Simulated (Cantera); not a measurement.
Charge: 1 mol Si, 2 mol HCl, 3.4 mol H2, at 0.470 bar.

These are equilibrium values from Cantera (NASA tables, ideal gas, pure condensed phases), not measurements of a reactor. Candidate condensed phases: Si; 19 gas species. Equilibrium is a limit: real reactors are often held back by kinetics, nucleation or transport.

**Question.** What share of the Si ends up in condensed phases as a function of T (°C), at 452, 552, 652, 752, 852, 952, 1052, 1152?

**Answer.** 
| T (°C) | Si condensed (%) | as |
|---|---|---|
| 452 | 44.8 | Si(s) |
| 552 | 45.2 | Si(s) |
| 652 | 45.8 | Si(s) |
| 752 | 46.9 | Si(s) |
| 852 | 48.5 | Si(s) |
| 952 | 49.9 | Si(s) |
| 1052 | 50.0 | Si(s) |
| 1152 | 48.1 | Si(s) |
